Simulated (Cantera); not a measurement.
A closed system holds: 1 mol SiCl₄, 0.045 mol HCl, 93 mol H₂, 0.19 mol CH₄, equilibrated at 263 Torr.

Cantera equilibrium calculation (NASA polynomials, part measured and part estimated; ideal gas, pure solids and liquids). Candidate condensed phases: C, C₆H₆, C₇H₈, C₈H₁₈, Si, SiC; 109 gas species. Mutual solubility and eutectic melting of coexisting phases are not modelled. Gases not in the tables: Si₂H₆ and higher silanes. Equilibrium is a limit: real reactors are often held back by kinetics, nucleation or transport.

Question: Which condensed phases are stable at each of these points (T (K)): 975, 1075, 1175, 1275, 1375, 1475, 1575, 1675, 1775?

Answer: 
```tsv
T (K)	condensed phases	Si condensed (%)
975	SiC(s)	17.6
1075	SiC(s)	18.9
1175	Si(s) + SiC(s)	35.5
1275	Si(s) + SiC(s)	52.0
1375	Si(s) + SiC(s)	59.1
1475	Si(s) + SiC(s)	60.4
1575	Si(s) + SiC(s)	59.6
1675	Si(s) + SiC(s)	58.3
1775	Si(l) + SiC(s)	61.5
```

From 975 K to 1075 K the condensed part is SiC(s). From 1175 K to 1675 K the condensed part is Si(s) + SiC(s). At 1775 K the condensed part is Si(l) + SiC(s).
